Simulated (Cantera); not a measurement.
A closed system holds: 1 mol SiCl₄, 0.077 mol Cl₂, 160 mol H₂, at 96.0 mbar.

Method: chemical equilibrium by Gibbs-energy minimisation in Cantera with the NASA 1993 tables (ideal gas, pure condensed phases). Candidate condensed phases: Si; 19 gas species. The numbers say what is thermodynamically allowed, not how fast it happens.

Q: What share of the Si ends up in condensed phases as a function of T (K), at 800, 850, 900, 950, 1000, 1050, 1100, 1150, 1200, 1250, 1300?

A: 
```json
[
 {"T (K)": "800", "Si condensed (%)": "0.0", "as": "-"},
 {"T (K)": "850", "Si condensed (%)": "0.0", "as": "-"},
 {"T (K)": "900", "Si condensed (%)": "0.0", "as": "-"},
 {"T (K)": "950", "Si condensed (%)": "7.5", "as": "Si(s)"},
 {"T (K)": "1000", "Si condensed (%)": "19.6", "as": "Si(s)"},
 {"T (K)": "1050", "Si condensed (%)": "33.7", "as": "Si(s)"},
 {"T (K)": "1100", "Si condensed (%)": "48.1", "as": "Si(s)"},
 {"T (K)": "1150", "Si condensed (%)": "60.1", "as": "Si(s)"},
 {"T (K)": "1200", "Si condensed (%)": "68.2", "as": "Si(s)"},
 {"T (K)": "1250", "Si condensed (%)": "72.3", "as": "Si(s)"},
 {"T (K)": "1300", "Si condensed (%)": "73.9", "as": "Si(s)"}
]
```
